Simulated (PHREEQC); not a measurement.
Solution (30 °C): 0.46 mol/kgw Cu(NO3)2, 0.016 mol/kgw HCl and 0.019 mol/kgw H3BO3. Closed to the air; pH follows from the charge balance.

Model: ion-association model, phreeqc.dat, run in PHREEQC.

### Question
The ionic strength comes out as 1.39 mol/kgw. What activity coefficients do H+, Cl-, NO3-, Cu+2, CuCl+ get?

### Answer
H+ 0.73, Cl- 0.59, NO3- 0.52, Cu+2 0.19, CuCl+ 0.58.

No solid was allowed to form. Caution: at this ionic strength the ion-association model is outside its range; a Pitzer model would be the better tool where its parameters exist.
